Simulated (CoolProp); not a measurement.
C3F8 (R218) along the isobar 60.7 bar: fugacity coefficient from the reference equation and from simpler models built on Tc = 345.0 K, pc = 26.40 bar, ω = 0.317; each cubic takes its own stable root.

The numbers come from the reference Helmholtz-energy equation of state, Lemmon 2006 in CoolProp. It is a short technical equation, of lower accuracy than the large ones.

```json
[
 {"T (K)": "249.5", "phase": "liquid", "reference": "0.03804", "van der Waals": "0.1424", "Redlich-Kwong": "0.06478", "Soave-Redlich-Kwong": "0.03907", "Peng-Robinson": "0.03717"},
 {"T (K)": "268.6", "phase": "liquid", "reference": "0.07220", "van der Waals": "0.1886", "Redlich-Kwong": "0.1069", "Soave-Redlich-Kwong": "0.07455", "Peng-Robinson": "0.07050"},
 {"T (K)": "287.6", "phase": "liquid", "reference": "0.1218", "van der Waals": "0.2394", "Redlich-Kwong": "0.1606", "Soave-Redlich-Kwong": "0.1262", "Peng-Robinson": "0.1190"},
 {"T (K)": "306.7", "phase": "liquid", "reference": "0.1876", "van der Waals": "0.2941", "Redlich-Kwong": "0.2246", "Soave-Redlich-Kwong": "0.1950", "Peng-Robinson": "0.1836"},
 {"T (K)": "325.7", "phase": "liquid", "reference": "0.2671", "van der Waals": "0.3507", "Redlich-Kwong": "0.2956", "Soave-Redlich-Kwong": "0.2778", "Peng-Robinson": "0.2616"},
 {"T (K)": "344.8", "phase": "liquid", "reference": "0.3570", "van der Waals": "0.4085", "Redlich-Kwong": "0.3709", "Soave-Redlich-Kwong": "0.3707", "Peng-Robinson": "0.3493"},
 {"T (K)": "363.8", "phase": "supercritical", "reference": "0.4502", "van der Waals": "0.4655", "Redlich-Kwong": "0.4459", "Soave-Redlich-Kwong": "0.4655", "Peng-Robinson": "0.4389"},
 {"T (K)": "382.9", "phase": "supercritical", "reference": "0.5393", "van der Waals": "0.5209", "Redlich-Kwong": "0.5173", "Soave-Redlich-Kwong": "0.5547", "Peng-Robinson": "0.5234"},
 {"T (K)": "401.9", "phase": "supercritical", "reference": "0.6158", "van der Waals": "0.5727", "Redlich-Kwong": "0.5809", "Soave-Redlich-Kwong": "0.6312", "Peng-Robinson": "0.5962"},
 {"T (K)": "421", "phase": "supercritical", "reference": "0.6787", "van der Waals": "0.6202", "Redlich-Kwong": "0.6360", "Soave-Redlich-Kwong": "0.6952", "Peng-Robinson": "0.6577"},
 {"T (K)": "440", "phase": "supercritical", "reference": "0.7304", "van der Waals": "0.6622", "Redlich-Kwong": "0.6824", "Soave-Redlich-Kwong": "0.7482", "Peng-Robinson": "0.7093"}
]
```
